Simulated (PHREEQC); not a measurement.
Solution (25 °C): 0.084 mol Pb(NO3)2, 0.00073 mol CaCl2, 0.0021 mol H2SO4 and 0.00012 mol NaCl per kg of water. Closed to the air; pH follows from the charge balance.

Equilibrium calculation in PHREEQC: ion-association model, wateq4f.dat.

Each row changes one thing in this solution. No solid was allowed to form.

```json
[
 {"case": "as made", "pH": "2.48", "ionic strength (mol/kgw)": "0.192", "NO3- (mol/kgw)": "0.138", "Pb+2 (mol/kgw)": "0.0514", "PbNO3+ (mol/kgw)": "0.0305", "PbSO4 (mol/kgw)": "0.00145", "SI of Larnakite (PbO:PbSO4)": "-2.12", "SI of Gypsum (CaSO4:2H2O)": "-2.83"},
 {"case": "Pb(NO3)2 from 0.084 to 0.42 mol/kgw", "pH": "2.50", "ionic strength (mol/kgw)": "0.700", "NO3- (mol/kgw)": "0.560", "Pb+2 (mol/kgw)": "0.138", "PbNO3+ (mol/kgw)": "___", "PbSO4 (mol/kgw)": "0.00162", "SI of Larnakite (PbO:PbSO4)": "-1.55", "SI of Gypsum (CaSO4:2H2O)": "-3.28"},
 {"case": "temperature from 25 to 40 °C", "pH": "2.49", "ionic strength (mol/kgw)": "0.193", "NO3- (mol/kgw)": "0.138", "Pb+2 (mol/kgw)": "0.0519", "PbNO3+ (mol/kgw)": "0.0299", "PbSO4 (mol/kgw)": "0.00140", "SI of Larnakite (PbO:PbSO4)": "-1.91", "SI of Gypsum (CaSO4:2H2O)": "-2.83"},
 {"case": "H2SO4 replaced by Fe2(SO4)3 at the same molality", "pH": "2.70", "ionic strength (mol/kgw)": "0.203", "NO3- (mol/kgw)": "0.139", "Pb+2 (mol/kgw)": "0.0501", "PbNO3+ (mol/kgw)": "___", "PbSO4 (mol/kgw)": "0.00374", "SI of Larnakite (PbO:PbSO4)": "-1.29", "SI of Gypsum (CaSO4:2H2O)": "___"},
 {"case": "temperature from 25 to 20 °C", "pH": "2.48", "ionic strength (mol/kgw)": "0.192", "NO3- (mol/kgw)": "0.137", "Pb+2 (mol/kgw)": "0.0512", "PbNO3+ (mol/kgw)": "0.0307", "PbSO4 (mol/kgw)": "0.00146", "SI of Larnakite (PbO:PbSO4)": "-2.20", "SI of Gypsum (CaSO4:2H2O)": "-2.82"},
 {"case": "NaCl from 0.00012 to 2.4e-05 mol/kgw", "pH": "2.48", "ionic strength (mol/kgw)": "0.192", "NO3- (mol/kgw)": "0.137", "Pb+2 (mol/kgw)": "0.0514", "PbNO3+ (mol/kgw)": "___", "PbSO4 (mol/kgw)": "0.00145", "SI of Larnakite (PbO:PbSO4)": "-2.12", "SI of Gypsum (CaSO4:2H2O)": "-2.83"}
]
```

Problem. Some entries are withheld; supply them.

Solution. 
- Pb(NO3)2 from 0.084 to 0.42 mol/kgw, PbNO3+ (mol/kgw): 0.280
- H2SO4 replaced by Fe2(SO4)3 at the same molality, PbNO3+ (mol/kgw): 0.0295
- H2SO4 replaced by Fe2(SO4)3 at the same molality, SI of Gypsum (CaSO4:2H2O): -2.41
- NaCl from 0.00012 to 2.4e-05 mol/kgw, PbNO3+ (mol/kgw): 0.0306

The ionic strength passes 0.7 mol/kgw, the rough limit of the ion-association models, in Pb(NO3)2 from 0.084 to 0.42 mol/kgw. Some of these states are supersaturated (in Anglesite, Hematite (slow to form), for instance). Constants without temperature data keep their 25 °C values here.
